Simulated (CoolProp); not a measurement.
p-xylene at 298.15 K and 14 MPa is throttled through a valve to 5.56 MPa with no heat exchange. Each further row changes one setting.

The numbers come from the reference Helmholtz-energy equation of state, Zhou 2012 in CoolProp.

```
case                      temperature change (K)  final density (kg/m³)
------------------------  ----------------------  ---------------------
as stated                                    [?]                    [?]
outlet pressure 1.67 MPa                     [?]                    [?]
outlet pressure 7.23 MPa                     [?]                    [?]
```

Question: Some entries are withheld; supply them.

Answer: 
- as stated, temperature change (K): +4.1
- as stated, final density (kg/m³): 857
- outlet pressure 1.67 MPa, temperature change (K): +5.9
- outlet pressure 1.67 MPa, final density (kg/m³): 853
- outlet pressure 7.23 MPa, temperature change (K): +3.3
- outlet pressure 7.23 MPa, final density (kg/m³): 859
